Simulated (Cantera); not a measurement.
Charge: 1 mol CH2F2, 0.012 mol F2, equilibrated at 2825 K and 1.00 bar.

These are equilibrium values from Cantera (NASA tables, ideal gas, pure condensed phases), not measurements of a reactor. Candidate condensed phases: C, C6H6, C7H8, C8H18; 95 gas species. The numbers say what is thermodynamically allowed, not how fast it happens.

Base state: HF 0.981, F 0.0118, H 0.00292, CF2 0.00211, H2 0.00107, CF 0.000928, C3 4.28e-5, C2H2 (acetylene) 3.89e-5 (mole fractions); condensed: C(graphite).

Question: What changes in the equilibrium state with this change: F2 from 0.012 to 0.059 mol?

Answer: 
```tsv
species	before	after
HF	0.981	0.954
F	0.0118	0.0292
CF2	0.00211	0.0128
CF4	2.50e-6	9.28e-5
CF3	9.21e-6	0.000138
C(graphite), mol	0.993	0.967
```

Question: What changes in the equilibrium state with this change: pressure from 1.00 bar to 0.00250 bar?

Answer: 
```
species            before     after
----------------  -------  --------
HF                  0.981     0.758
F                  0.0118     0.107
H                 0.00292    0.0994
C3                4.28e-5    0.0171
C2                4.20e-6   0.00168
C5                4.46e-7  0.000179
C                 8.64e-6   0.00346
C4                8.53e-8   3.41e-5
C(graphite), mol    0.993     0.840
```
